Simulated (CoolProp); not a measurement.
Computed with CoolProp (reference Helmholtz-energy equation of state, Lemmon 2006). It is a short technical equation, of lower accuracy than the large ones.

Q: For C2F6 (R116), give the phase and the cv (kJ/(kg K)), Prandtl number at 256.2 K and 41.6 bar.

A: 
- 256.2 K and 41.6 bar: liquid; cv 0.713, Prandtl number 3.45

Viscosity comes from a separate model (Huber 2003), an estimate that may be off by 10 % or more. Thermal conductivity comes from a separate model (Huber 2003), an estimate that may be off by 10 % or more.
